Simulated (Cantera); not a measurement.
Input (Python, Cantera) and output of one run.

```python
import numpy as np
import cantera as ct

gas_names = """
    CL CL2 N N2 Si SiCL SiCL2 SiCL3 SiCL4 SiN Si2 Si2N Si3
""".split()
cond_names = """
    Si(cr) Si(L) Si3N4(a)
""".split()


# ... load() reads the species with a 1 bar reference pressure and builds the phases ...
atoms = {
    'SiCl4': {'Si': 1, 'CL': 4},
    'N2': {'N': 2},
}
top_T = {'Si3N4(a)': 2400}  # K; cautious upper limits of use, not melting points


# ... equilibrate(T, P, feed) seeds the gas with the atoms and calls Mixture.equilibrate('TP', solver="vcs", rtol=1e-11, max_steps=5000) ...
results = []
feed = {'SiCl4': 1, 'N2': 3.6}  # mol
P = 66000  # Pa
for T in [923, 1023, 1123, 1223, 1323, 1423, 1523, 1623, 1723, 1823]:
    mix = equilibrate(T, P, feed)
    results.append((T, P, feed, dict(zip(mix.species_names, mix.species_moles))))

top = {s: max(r[3][s] / sum(r[3][g] for g in gas_names) for r in results) for s in gas_names}
cols = sorted((s for s in top if top[s] > 1e-06), key=lambda s: -top[s])[:6]
seen = [c for c in cond_names if any(r[3].get(c, 0) > 1e-12 for r in results)]
print("log10 of partial pressures in bar; condensed amounts in mol")
print(f"{'T/K':>10s}" + "".join(f"{s[:9]:>10s}" for s in cols + seen))
for T, P, feed, n in results:
    ng = sum(n[g] for g in gas_names)
    print(f"{T:10.4g}" + "".join(f"{np.log10(max(n[s] / ng * P / 1e5, 1e-99)):10.3f}" for s in cols)
          + "".join(f"{n.get(c, 0):10.4g}" for c in seen))
```

It prints:

```
log10 of partial pressures in bar; condensed amounts in mol
       T/K        N2     SiCL4        CL     SiCL3     SiCL2       CL2
       923    -0.287    -0.843    -7.834    -7.310   -12.172    -7.765
      1023    -0.287    -0.843    -6.676    -6.292   -10.415    -6.823
      1123    -0.287    -0.843    -5.732    -5.448    -8.959    -6.067
      1223    -0.287    -0.843    -4.948    -4.737    -7.729    -5.450
      1323    -0.287    -0.843    -4.288    -4.130    -6.678    -4.938
      1423    -0.287    -0.844    -3.724    -3.606    -5.770    -4.506
      1523    -0.287    -0.846    -3.235    -3.151    -4.980    -4.136
      1623    -0.288    -0.850    -2.808    -2.754    -4.290    -3.814
      1723    -0.290    -0.859    -2.430    -2.409    -3.687    -3.530
      1823    -0.293    -0.876    -2.093    -2.112    -3.159    -3.279
```

Method: chemical equilibrium by Gibbs-energy minimisation in Cantera with the NASA 1993 tables (ideal gas, pure condensed phases). The tables' values for SiCl3 are old estimates; treat these amounts as uncertain.
